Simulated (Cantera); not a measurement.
Cantera run:

```python
import numpy as np
import cantera as ct

gas_names = """
    CL CL2 H HCL H2 N NH NH2 NH3 N2 N2H2 N2H4 Si SiCL SiCL2 SiCL3 SiCL4 SiH SiHCL3 SiH2 SiH2CL2 SiH3
    SiH3CL SiH4 SiN Si2 Si2N Si3
""".split()
cond_names = """
    NH4CL(a) NH4CL(b) Si(cr) Si(L) Si3N4(a)
""".split()


def load(file, names, dense=False):
    # The tables refer to 1 bar. Condensed volumes are neglected.
    table = {s.name: s for s in ct.Species.list_from_file(file)}
    out = []
    for n in names:
        d = dict(table[n].input_data)
        d["thermo"] = dict(d["thermo"], **{"reference-pressure": 1e5})
        if dense:
            d["equation-of-state"] = {"model": "constant-volume", "density": "1e6 g/cm^3"}
        out.append(ct.Species.from_dict(d))
    return out


gas = ct.Solution(thermo="ideal-gas", species=load("nasa_gas.yaml", gas_names))
cond = {s.name: ct.Solution(thermo="fixed-stoichiometry", species=[s], name=s.name)
        for s in load("nasa_condensed.yaml", cond_names, dense=True)}
atoms = {
    'SiHCl3': {'Si': 1, 'H': 1, 'CL': 3},
    'NH3': {'N': 1, 'H': 3},
}
top_T = {'Si3N4(a)': 2400}  # K; cautious upper limits of use, not melting points


def equilibrate(T, P, feed):
    n = {}
    for name, mol in feed.items():
        for a, k in atoms[name].items():
            n[a] = n.get(a, 0.0) + k * mol
    gas.TPX = T, P, n
    mass = sum(n.values()) * gas.mean_molecular_weight
    gas.equilibrate("TP")
    valid = [c for c in cond.values() if c.min_temp <= T <= top_T.get(c.name, c.max_temp)]
    mix = ct.Mixture([(gas, mass / gas.mean_molecular_weight)] + [(c, 0.0) for c in valid])
    mix.T, mix.P = T, P
    mix.equilibrate("TP", solver="vcs", rtol=1e-11, max_steps=5000)
    return mix


results = []
feed = {'SiHCl3': 1, 'NH3': 6.2}  # mol
T = 775  # K
P = 4800  # Pa
mix = equilibrate(T, P, feed)
results.append((T, P, feed, dict(zip(mix.species_names, mix.species_moles))))
print(gas.report(threshold=1e-06))
for i in range(1, mix.n_phases):
    print(f"{mix.phase(i).name:16s} {mix.phase_moles(i):12.5e} mol")
```

Result:

```
       temperature   775 K
          pressure   4800 Pa
           density   0.010723 kg/m^3
  mean mol. weight   14.395 kg/kmol
   phase of matter   gas

                          1 kg             1 kmol
                     ---------------   ---------------
          enthalpy       -5.1498e+05       -7.4129e+06  J
   internal energy       -9.6263e+05       -1.3857e+07  J
           entropy             14967        2.1545e+05  J/K
    Gibbs function       -1.2115e+07       -1.7439e+08  J
 heat capacity c_p            2109.8             30370  J/K
 heat capacity c_v            1532.2             22055  J/K

                      mass frac. Y      mole frac. X     chem. pot. / RT
                     ---------------   ---------------   ---------------
               HCL           0.50543           0.19956           -42.649
                H2          0.086122           0.61492           -20.434
               NH3        4.5126e-05         3.814e-05           -45.149
                N2            0.3516           0.18067           -28.997
             SiCL4          0.056707         0.0048048              -155
            SiHCL3        9.0146e-05        9.5805e-06           -132.78
     [  +22 minor]        2.2469e-07        2.4434e-08

NH4CL(b)          0.00000e+00 mol
Si(cr)            0.00000e+00 mol
Si3N4(a)          3.11330e-01 mol
```

Equilibrium computed with Cantera from the NASA thermochemical tables; the gas is ideal and each condensed phase is pure.
